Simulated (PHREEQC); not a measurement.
Dissolve 0.2 mol/kgw HF, 0.00077 mol/kgw NH4HF2 and 5e-05 mol/kgw H2SiF6 at 25 °C. Closed to the air; pH follows from the charge balance.

Model: ion-association model, phreeqc.dat, run in PHREEQC.

Precipitation was switched off in this run.

Problem. Order these F species by the share of F that they hold, largest first: F-, HF2-, HF, SiF6-2.

Solution. HF (88 %), HF2- (6.6 %), F- (4.8 %), SiF6-2 (0.15 %)

The pH is 1.85 and the ionic strength 0.0165 mol/kgw. SiF6-2 is the database's only silicon fluoride.
